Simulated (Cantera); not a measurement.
Feed: 1 mol Mg(OH)₂, 0.44 mol H₂, 5.1 mol H₂O, held at 1525 °C and 0.710 bar.

Method: chemical equilibrium by Gibbs-energy minimisation in Cantera with the NASA 1993 tables (ideal gas, pure condensed phases). Candidate condensed phases: H₂O, Mg, MgO, Mg(OH)₂; 15 gas species. Kinetics and transport are ignored.

Base state: H₂O 0.933, H₂ 0.0673, H 0.000109, OH 9.89e-5 (mole fractions); condensed: MgO(s).

Problem. What changes in the equilibrium state with this change: temperature from 1525 °C to 252 °C?

Solution. 
| species | before | after |
|---|---|---|
| H₂O | 0.933 | 0.921 |
| H₂ | 0.0673 | 0.0794 |
| H | 0.000109 | <1e-9 |
| OH | 9.89e-5 | <1e-9 |
| MgO(s), mol | 1.000 | 0 |
| Mg(OH)₂(s), mol | 0 | 1.00 |

Problem. What changes in the equilibrium state with this change: Mg(OH)₂ replaced by MgCO₃?

Solution. 
```tsv
species	before	after
H₂O	0.933	0.805
CO₂	0	0.128
H₂	0.0673	0.0419
CO	0	0.0253
H	0.000109	8.57e-5
OH	9.89e-5	0.000108
MgO(s), mol	1.000	1.000
```
Further candidate phases: C, C₆H₆, C₇H₈, C₈H₁₈, MgCO₃.
